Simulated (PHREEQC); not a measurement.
4 g of hydrous ferric oxide (600 m²/g; 0.2 weak and 0.005 strong sites per Fe, Dzombak-Morel constants, diffuse double layer) in 1 kg of water with 0.1 mol/kgw of an inert sodium salt and 0.17 mmol/kgw SrCl2 and 0.091 mmol/kgw NaF, at 25 °C; the pH is set by adding NaOH or the inert anion's acid. Oxygen is held at 0.21 atm. The system is closed to CO2. No solid was allowed to form.

Base run: PHREEQC, ion-association model, wateq4f.dat. Each further column changes one thing. The table gives F sorbed (%).

```
pH    base  no electrostatic term (-no_edl)  background salt from 0.1 to 0.01 mol/kgw  oxide from 4 to 20 g/kgw  0.004 mol/kgw CuCl2 added
----  ----  -------------------------------  ----------------------------------------  ------------------------  -------------------------
4     97.9                             13.3                                      99.6                      99.5                       97.6
4.5   97.5                             14.1                                      99.4                      99.4                       97.1
5.5   94.0                             14.6                                      97.8                      98.7                       94.3
6     89.2                             14.8                                      95.0                      97.6                       91.8
7     63.3                             16.7                                      73.7                      89.7                       78.4
7.5   42.1                             18.2                                      50.8                      78.2                       62.4
8.5   10.3                             16.0                                      11.5                      34.8                       20.2
9      4.3                             10.8                                       4.3                      17.1                        8.3
10     0.7                              2.0                                       0.6                       3.3                        1.1
10.5   0.3                              0.7                                       0.2                       1.4                        0.4
11.5   0.0                              0.1                                       0.0                       0.2                        0.0
12     0.0                              0.0                                       0.0                       0.1                        0.0
```

 In at least one series the solution becomes supersaturated in solids that the run did not let form, among them Cu(OH)2, Atacamite. The database's constant for dissolved Cu(OH)2 is higher than later reviews accept.
